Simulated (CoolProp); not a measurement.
Vapour-liquid equilibrium of R22 (1) + R152A (2) at 332.2 K; x and y are mole fractions of (1).

Model: multi-fluid Helmholtz-energy mixture model, Kamei 1995 and Outcalt 1996; pair parameters Bell 2016, in CoolProp.

```json
[
 {"x": "0.05", "bubble pressure, mixture model (MPa)": "1.500", "bubble pressure, Raoult's law (MPa)": "1.513", "y, mixture model": "0.064", "y, Raoult's law": "0.079"},
 {"x": "0.15", "bubble pressure, mixture model (MPa)": "1.567", "bubble pressure, Raoult's law (MPa)": "1.604", "y, mixture model": "0.188", "y, Raoult's law": "0.222"},
 {"x": "0.25", "bubble pressure, mixture model (MPa)": "1.638", "bubble pressure, Raoult's law (MPa)": "1.695", "y, mixture model": "0.307", "y, Raoult's law": "0.351"},
 {"x": "0.35", "bubble pressure, mixture model (MPa)": "1.714", "bubble pressure, Raoult's law (MPa)": "1.786", "y, mixture model": "0.419", "y, Raoult's law": "0.466"},
 {"x": "0.45", "bubble pressure, mixture model (MPa)": "1.797", "bubble pressure, Raoult's law (MPa)": "1.877", "y, mixture model": "0.526", "y, Raoult's law": "0.570"},
 {"x": "0.55", "bubble pressure, mixture model (MPa)": "1.885", "bubble pressure, Raoult's law (MPa)": "1.968", "y, mixture model": "0.627", "y, Raoult's law": "0.664"},
 {"x": "0.65", "bubble pressure, mixture model (MPa)": "1.982", "bubble pressure, Raoult's law (MPa)": "2.059", "y, mixture model": "0.722", "y, Raoult's law": "0.751"},
 {"x": "0.75", "bubble pressure, mixture model (MPa)": "2.085", "bubble pressure, Raoult's law (MPa)": "2.150", "y, mixture model": "0.810", "y, Raoult's law": "0.829"},
 {"x": "0.85", "bubble pressure, mixture model (MPa)": "2.197", "bubble pressure, Raoult's law (MPa)": "2.241", "y, mixture model": "0.891", "y, Raoult's law": "0.902"},
 {"x": "0.95", "bubble pressure, mixture model (MPa)": "2.316", "bubble pressure, Raoult's law (MPa)": "2.332", "y, mixture model": "0.965", "y, Raoult's law": "0.969"}
]
```

The largest gap from Raoult's law is -4.3 % in bubble pressure, at x = 0.45. No azeotrope shows between x = 0.05 and 0.95.

The pair parameters rest on a limited set of measurements; away from them the model extrapolates.
